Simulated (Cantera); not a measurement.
What does this Cantera script print?

```python
import numpy as np
import cantera as ct

gas = ct.Solution("gri30.yaml")
gas.TPX = 775, 53000, {'CH3OH': 1, 'O2': 0.65, 'N2': 3.76}
inlet = ct.Reservoir(gas, clone=True)
gas.equilibrate("HP")  # start burning
reactor = ct.IdealGasConstPressureReactor(gas, energy="on", clone=False)
exhaust = ct.Reservoir(gas, clone=True)
tau = [0.46, 0.15, 0.052, 0.018, 0.006, 0.002, 0.00068, 0.00023, 7.8e-05][0]
for a, b in ((inlet, reactor), (reactor, exhaust)):
    ct.MassFlowController(a, b, mdot=lambda t: reactor.mass / tau)
net = ct.ReactorNet([reactor])
show = ['CH3OH', 'O2', 'H', 'CO', 'CH2']

rows = []
print(f"{'tau/s':>10s}{'T/K':>9s}" + "".join(f"{s:>11s}" for s in show))
for tau in [0.46, 0.15, 0.052, 0.018, 0.006, 0.002, 0.00068, 0.00023, 7.8e-05]:
    net.initial_time = 0.0
    net.advance(30 * tau)
    before = gas.X
    net.advance(40 * tau)
    drift = np.max(np.abs(gas.X - before) / (gas.X + 1e-9))
    rows.append([gas.T, *gas[show].X, drift])
    print(f"{tau:10.3e}{gas.T:9.1f}" + "".join(f"{x:11.3e}" for x in gas[show].X))
```

Output:

```
     tau/s      T/K      CH3OH         O2          H         CO        CH2
 4.600e-01   1699.9  2.474e-06  4.023e-05  1.171e-03  1.114e-01  5.873e-08
 1.500e-01   1697.1  5.770e-06  9.362e-05  1.546e-03  1.114e-01  1.880e-07
 5.200e-02   1693.6  1.368e-05  2.206e-04  1.889e-03  1.115e-01  5.249e-07
 1.800e-02   1687.9  3.362e-05  5.351e-04  2.233e-03  1.118e-01  1.337e-06
 6.000e-03   1675.4  8.877e-05  1.369e-03  2.571e-03  1.130e-01  3.083e-06
 2.000e-03   1642.2  2.712e-04  3.836e-03  2.627e-03  1.167e-01  5.595e-06
 6.800e-04    775.0  1.848e-01  1.201e-01  6.501e-18  2.582e-15  8.317e-19
 2.300e-04    775.0  1.848e-01  1.201e-01  6.256e-18  1.008e-15  8.311e-19
 7.800e-05    775.0  1.848e-01  1.201e-01  5.896e-18  3.489e-16  8.297e-19
```

Detailed kinetics in Cantera: GRI-Mech 3.0 (53 species, 325 reactions). GRI-Mech 3.0 was tuned for natural gas; its chemistry of methanol as a main component is partial and can be far from experiment.
